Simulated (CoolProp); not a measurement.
Vapour-liquid equilibrium of propane (1) + isobutane (2) at 1.69 MPa; x and y are mole fractions of (1).

The numbers come from the multi-fluid Helmholtz-energy mixture model, Lemmon 2009 and Bücker 2006; pair parameters Kunz 2012 in CoolProp.

| x | bubble temperature, mixture model (°C) | bubble temperature, Raoult's law (°C) | y, mixture model | y, Raoult's law |
|---|---|---|---|---|
| 0.05 | 88.9 | 88.3 | 0.080 | 0.108 |
| 0.2 | 81.5 | 79.7 | 0.297 | 0.368 |
| 0.35 | 74.6 | 72.3 | 0.482 | 0.560 |
| 0.5 | 68.1 | 65.9 | 0.638 | 0.706 |
| 0.65 | 62.1 | 60.3 | 0.771 | 0.819 |
| 0.8 | 56.4 | 55.3 | 0.882 | 0.908 |
| 0.95 | 51.1 | 50.8 | 0.973 | 0.979 |

The largest gap from Raoult's law is +2.3 K in bubble temperature, at x = 0.35. No azeotrope shows between x = 0.05 and 0.95.

Pair parameters are fitted to limited data, so mixtures are less certain than the pure fluids.
